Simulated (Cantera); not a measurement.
An adiabatic, constant-volume homogeneous reactor starts with C3H8 : O2 : N2 : H2 = 1 : 10.6 : 40 : 0.26 (molar parts), at 1525 K and 7.10 bar.

Detailed kinetics in Cantera: GRI-Mech 3.0 (53 species, 325 reactions). GRI-Mech 3.0 was tuned for natural gas; its chemistry of propane as a main component is partial and can be far from experiment.

Predict: time of steepest temperature rise; temperature at 0.400 s; equilibrium temperature; x(O2) at 0.400 s; x(NO) at 0.400 s; x(CO) at 0.400 s; x(NO2) at 0.400 s; x(HCO) at 0.400 s.


```json
{
 "time_of_steepest_temperature_rise": "16.0 µs",
 "temperature at 0.400 s": "2671 K",
 "equilibrium_temperature": "2671 K",
 "x(O2) at 0.400 s": "0.0922 (gas-phase equilibrium 0.0922)",
 "x(NO) at 0.400 s": "0.0197 (gas-phase equilibrium 0.0197)",
 "x(CO) at 0.400 s": "0.00418 (gas-phase equilibrium 0.00418)",
 "x(NO2) at 0.400 s": "3.49e-5 (gas-phase equilibrium 3.49e-5)",
 "x(HCO) at 0.400 s": "2.56e-9 (gas-phase equilibrium 2.56e-9)"
}
```
